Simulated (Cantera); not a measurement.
**Equilibrium for nitride etching: Si₃N₄ + NF₃ + N₂**

Charge: 1 mol Si₃N₄, 0.67 mol NF₃, 75 mol N₂, equilibrated at 627 °C and 54.0 Pa.

Equilibrium computed with Cantera from the NASA thermochemical tables; the gas is ideal and each condensed phase is pure. Candidate condensed phases: Si, Si₃N₄; 16 gas species. Equilibrium is a limit: real reactors are often held back by kinetics, nucleation or transport.

```yaml
x(N₂): 0.993
x(SiF₄): 0.00660
n(Si₃N₄(s)): 0.832 mol
gas_amount: 76.17 mol
log10 activity of Si(s) (absent): -6.46
```
